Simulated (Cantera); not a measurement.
What does this Cantera script print?

```python
import numpy as np
import cantera as ct

gas_names = """
    F F2 H HF H2 H2F2 H3F3 H4F4 H5F5 H6F6 H7F7 N NF NF2 NF3 NH NH2 NH3 N2 N2H2 N2H4 Si SiF SiF2 SiF3
    SiF4 SiH SiHF3 SiH2 SiH2F2 SiH3 SiH3F SiH4 SiN Si2 Si2N Si3
""".split()
cond_names = """
    Si(cr) Si(L) Si3N4(a)
""".split()


def load(file, names, dense=False):
    # The tables refer to 1 bar. Condensed volumes are neglected.
    table = {s.name: s for s in ct.Species.list_from_file(file)}
    out = []
    for n in names:
        d = dict(table[n].input_data)
        d["thermo"] = dict(d["thermo"], **{"reference-pressure": 1e5})
        if dense:
            d["equation-of-state"] = {"model": "constant-volume", "density": "1e6 g/cm^3"}
        out.append(ct.Species.from_dict(d))
    return out


gas = ct.Solution(thermo="ideal-gas", species=load("nasa_gas.yaml", gas_names))
cond = {s.name: ct.Solution(thermo="fixed-stoichiometry", species=[s], name=s.name)
        for s in load("nasa_condensed.yaml", cond_names, dense=True)}
atoms = {
    'Si': {'Si': 1},
    'HF': {'H': 1, 'F': 1},
    'N2': {'N': 2},
}
top_T = {'Si3N4(a)': 2400}  # K; cautious upper limits of use, not melting points


def equilibrate(T, P, feed):
    n = {}
    for name, mol in feed.items():
        for a, k in atoms[name].items():
            n[a] = n.get(a, 0.0) + k * mol
    gas.TPX = T, P, n
    mass = sum(n.values()) * gas.mean_molecular_weight
    gas.equilibrate("TP")
    valid = [c for c in cond.values() if c.min_temp <= T <= top_T.get(c.name, c.max_temp)]
    mix = ct.Mixture([(gas, mass / gas.mean_molecular_weight)] + [(c, 0.0) for c in valid])
    mix.T, mix.P = T, P
    mix.equilibrate("TP", solver="vcs", rtol=1e-11, max_steps=5000)
    return mix


results = []
feed = {'Si': 1, 'HF': 2.5, 'N2': 5.8}  # mol
T = 1650  # K
P = 42000  # Pa
mix = equilibrate(T, P, feed)
results.append((T, P, feed, dict(zip(mix.species_names, mix.species_moles))))
print(gas.report(threshold=1e-06))
for i in range(1, mix.n_phases):
    print(f"{mix.phase(i).name:16s} {mix.phase_moles(i):12.5e} mol")
```

Output:

```
       temperature   1650 K
          pressure   42000 Pa
           density   0.091734 kg/m^3
  mean mol. weight   29.964 kg/kmol
   phase of matter   gas

                          1 kg             1 kmol
                     ---------------   ---------------
          enthalpy        -2.729e+06       -8.1773e+07  J
   internal energy       -3.1869e+06       -9.5491e+07  J
           entropy              8855        2.6533e+05  J/K
    Gibbs function        -1.734e+07       -5.1957e+08  J
 heat capacity c_p            1353.4             40553  J/K
 heat capacity c_v            1075.9             32239  J/K

                      mass frac. Y      mole frac. X     chem. pot. / RT
                     ---------------   ---------------   ---------------
                 H        1.9021e-06        5.6543e-05           -10.784
                HF          0.004473         0.0066993           -49.804
                H2          0.010947           0.16271           -21.568
                N2           0.69583           0.74427           -27.473
              SiF2         0.0023476         0.0010645           -86.943
              SiF3          0.036634          0.012902           -125.96
              SiF4           0.24332           0.07005           -164.98
             SiHF3         0.0063786         0.0022201           -136.75
            SiH2F2        7.0966e-05        3.1226e-05           -108.51
     [  +28 minor]        1.4813e-06        1.5741e-06

Si(cr)            0.00000e+00 mol
Si3N4(a)          1.18387e-01 mol
```

Equilibrium computed with Cantera from the NASA thermochemical tables; the gas is ideal and each condensed phase is pure. The tables' values for SiF3, SiF2 are old estimates; treat these amounts as uncertain.
